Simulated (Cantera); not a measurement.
Mixture: CO : H2 : O2 : N2 = 1 : 0.056 : 0.352 : 1.32 (molar parts), at 0.987 atm, adiabatic and at constant volume. Ignition delay is the time to a rise of 400 K.

Cantera simulation using GRI-Mech 3.0 (53 species, 325 reactions); the numbers are that mechanism's predictions, not measurements. Where the delays flatten at high temperature, the 400 K rule measures the pace of heat release, not the induction time.

Q: What does this change do: pressure from 0.987 atm to 4.93 atm?

A: 
| quantity | before | after |
|---|---|---|
| delay at 950 K | 2.84 ms | 9.39 ms |
| delay at 1150 K | 0.161 ms | 76.6 µs |
| delay at 1350 K | 75.7 µs | 14.7 µs |
| delay at 1550 K | 55.4 µs | 8.09 µs |
The hydrogen kinetics of GRI-Mech 3.0 are dated; newer H2 mechanisms differ, most at raised pressure.
